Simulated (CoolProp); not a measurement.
R22 along the isobar 917 kPa: fugacity coefficient from the reference equation and from simpler models built on Tc = 369.3 K, pc = 4990 kPa, ω = 0.221; each cubic takes its own stable root.

Computed with CoolProp (reference Helmholtz-energy equation of state, Kamei 1995).

| T (K) | phase | reference |
|---|---|---|
| 351 | gas | 0.9255 |
| 356.5 | gas | 0.9294 |
| 362 | gas | 0.9330 |
| 367.5 | gas | 0.9364 |
| 373 | gas | 0.9395 |
| 378.5 | gas | 0.9425 |
| 384 | gas | 0.9453 |
| 389.5 | gas | 0.9479 |
| 395 | gas | 0.9504 |
| 400.5 | gas | 0.9527 |
| 406 | gas | 0.9549 |

How far does each simpler model (van der Waals, Redlich-Kwong, Soave-Redlich-Kwong, Peng-Robinson) lie from the reference over these 11 states: mean and median of the absolute difference, and the worst?


- van der Waals: mean 0.7 %, median 0.7 %, worst +1.4 % at 351 K and 917 kPa
- Redlich-Kwong: mean 0.1 %, median 0.1 %, worst +0.3 % at 351 K and 917 kPa
- Soave-Redlich-Kwong: mean 0.1 %, median 0.0 %, worst +0.2 % at 351 K and 917 kPa
- Peng-Robinson: mean 0.6 %, median 0.6 %, worst -0.6 % at 378.5 K and 917 kPa
